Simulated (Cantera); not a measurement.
A Cantera script and what it prints.

```python
import numpy as np
import cantera as ct

gas_names = """
    AL ALCL ALCL2 ALCL3 AL2 AL2CL6 B BCL BCL2 BCL3 B2 CL CL2
""".split()
cond_names = """
    AL(cr) AL(L) ALCL3(s) ALCL3(L) B(b) B(L)
""".split()


# ... load() reads the species with a 1 bar reference pressure and builds the phases ...
atoms = {
    'Al': {'AL': 1},
    'Cl2': {'CL': 2},
    'BCl3': {'B': 1, 'CL': 3},
}
top_T = {}  # K; cautious upper limits of use, not melting points


# ... equilibrate(T, P, feed) seeds the gas with the atoms and calls Mixture.equilibrate('TP', solver="vcs", rtol=1e-11, max_steps=5000) ...
results = []
feed = {'Al': 1, 'Cl2': 4.8, 'BCl3': 0.54}  # mol
T = 873.15  # K
P = 13000  # Pa
mix = equilibrate(T, P, feed)
results.append((T, P, feed, dict(zip(mix.species_names, mix.species_moles))))
x = sorted(zip(gas.X, gas.species_names), reverse=True)
print(f"T = {T:g} K  P = {P:g} Pa  gas = {mix.phase_moles(0):.4g} mol")
print("   x: " + "  ".join(f"{s} {v:.3e}" for v, s in x if v > 1e-05))
print("   condensed (mol): " + ("  ".join(f"{mix.phase(i).name} {mix.phase_moles(i):.4g}"
      for i in range(1, mix.n_phases) if mix.phase_moles(i) > 1e-12) or "none"))
```

Result:

```
T = 873.15 K  P = 13000 Pa  gas = 4.821 mol
   x: CL2 6.844e-01  ALCL3 1.996e-01  BCL3 1.120e-01  AL2CL6 3.922e-03  CL 1.019e-04
   condensed (mol): none
```

Equilibrium computed with Cantera from the NASA thermochemical tables; the gas is ideal and each condensed phase is pure.
